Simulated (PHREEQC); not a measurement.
Make-up at 25 °C: 0.015 mol/kgw HF, 0.0068 mol/kgw CaCl2 and 0.0022 mol/kgw CuCl2. Closed to the air; pH follows from the charge balance.

The numbers come from PHREEQC with the ion-association model, wateq4f.dat.

Precipitation was switched off in this run.

Q: Predict the pH, ionic strength.

A: pH 2.54; ionic strength 0.0299 mol/kgw.

Q: In which forms is F present?

A: HF 73 %, F- 20 %, H2F2 4.2 %, HF2- 1.7 %, CaF+ 0.6 % of the F.

The solution is supersaturated, for example in Fluorite, so a real one may precipitate; this is no full list.
